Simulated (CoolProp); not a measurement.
Vapour-liquid equilibrium of R143a (1) + isobutene (2) at 33.15 °C; x and y are mole fractions of (1).

Values from CoolProp's multi-fluid Helmholtz-energy mixture model, Lemmon and Jacobsen 2000 and Lemmon 2005; pair parameters Bell 2016.

### Question
Give the bubble pressure and the first vapour's composition at x = 0.05, 0.2, 0.8. Is there an azeotrope?

### Answer
x = 0.05: 509.8 kPa, y = 0.250; x = 0.2: 786.4 kPa, y = 0.544; x = 0.8: 1387 kPa, y = 0.883. No azeotrope shows between x = 0.05 and 0.95.

Pair parameters are fitted to limited data, so mixtures are less certain than the pure fluids.
